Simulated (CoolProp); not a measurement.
R1336mzz(E) along the isobar 101 kPa: Z from the reference equation and from simpler models built on Tc = 403.5 K, pc = 2779 kPa, ω = 0.413; each cubic takes its own stable root.

Model: reference Helmholtz-energy equation of state, Akasaka 2023, in CoolProp.

| T (K) | phase | reference |
|---|---|---|
| 206.5 | liquid | 0.006175 |
| 221.1 | liquid | 0.005896 |
| 235.6 | liquid | 0.005662 |
| 250.2 | liquid | 0.005464 |
| 264.8 | liquid | 0.005300 |
| 279.4 | liquid | 0.005168 |
| 293.9 | gas | 0.9586 |
| 308.5 | gas | 0.9653 |
| 323.1 | gas | 0.9706 |
| 337.7 | gas | 0.9749 |
| 352.3 | gas | 0.9784 |
| 366.8 | gas | 0.9813 |

Q: How far does each simpler model (van der Waals, Soave-Redlich-Kwong) lie from the reference over these 12 states: mean and median of the absolute difference, and the worst?

A: 
- van der Waals: mean 7300.7 %, median 39.2 %, worst +18744.8 % at 279.4 K and 101 kPa
- Soave-Redlich-Kwong: mean 7.2 %, median 7.2 %, worst +14.4 % at 206.5 K and 101 kPa

At some of these states van der Waals gives the other phase, because its saturation line lies elsewhere.
